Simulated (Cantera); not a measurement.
Equilibrium for chlorosilane synthesis and conversion: Si + Cl2 + H2

Input: 1 mol Si, 2.9 mol Cl2, 12 mol H2, equilibrated at 1.00 bar.

Cantera equilibrium calculation (NASA polynomials, part measured and part estimated; ideal gas, pure solids and liquids). Candidate condensed phases: Si; 19 gas species. The tables' values for SiCl3 are old estimates; treat these amounts as uncertain. The numbers say what is thermodynamically allowed, not how fast it happens.

```tsv
T (K)	log p H2	log p HCl	log p SiCl4	log p SiCl2	log p SiCl3	log p SiHCl3
500	-0.10	-0.89	-1.14	<-12	<-12	-6.15
700	-0.10	-0.89	-1.14	<-12	-8.16	-4.04
900	-0.10	-0.88	-1.15	-7.66	-5.24	-2.91
1100	-0.10	-0.87	-1.18	-4.57	-3.45	-2.25
1300	-0.11	-0.82	-1.28	-2.62	-2.34	-1.91
1500	-0.13	-0.71	-1.63	-1.64	-1.88	-2.03
1700	-0.16	-0.63	-2.31	-1.31	-1.96	-2.55
```
log p: log10 of the partial pressure in bar; nothing condenses.

From 500 K to 1700 K nothing is condensed. The main Si-bearing gas is SiCl4 at 500 K and SiCl2 at 1700 K.
